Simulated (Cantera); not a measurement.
An isothermal, constant-pressure homogeneous reactor starts with 94.0 % N2O, 6.02 % N2, at 1273 K and 0.132 atm.

Computed with Cantera and GRI-Mech 3.0 (53 species, 325 reactions). GRI-Mech 3.0 was tuned for natural gas; its chemistry of N2O as a main component is partial and can be far from experiment. The mechanism lacks the step 2 NO + O2 → 2 NO2, which can matter for NO2 below about 1400 K. The temperature is held fixed by assumption; the heat of reaction is taken as removed at once.

x: mole fraction; the columns are a selection and need not sum to one.

| t (s) | x N2O | x O | x N2 | x NO | x O2 |
|---|---|---|---|---|---|
| 8.00e-6 | 0.940 | 1.02e-6 | 0.0602 | 3.13e-8 | 9.93e-8 |
| 5.31e-5 | 0.940 | 4.01e-6 | 0.0602 | 9.52e-7 | 3.02e-6 |
| 0.000352 | 0.940 | 5.28e-6 | 0.0602 | 1.21e-5 | 3.84e-5 |
| 0.00234 | 0.939 | 5.28e-6 | 0.0607 | … | … |
| 0.0155 | 0.933 | 5.28e-6 | 0.0641 | 0.000592 | 0.00188 |
| 0.103 | 0.898 | 5.28e-6 | 0.0856 | 0.00383 | 0.0122 |
| 0.682 | 0.705 | 5.21e-6 | 0.204 | 0.0217 | 0.0690 |
| 4.52 | 0.188 | 4.49e-6 | 0.523 | 0.0679 | 0.222 |
| 30.0 | … | … | … | … | … |

Task: Fill in the missing entries.

Result: 
- 0.00234, x NO: 8.84e-5
- 0.00234, x O2: 0.000280
- 30.0, x N2O: 0.00117
- 30.0, x O: 2.71e-7
- 30.0, x N2: 0.640
- 30.0, x NO: 0.0795
- 30.0, x O2: 0.279
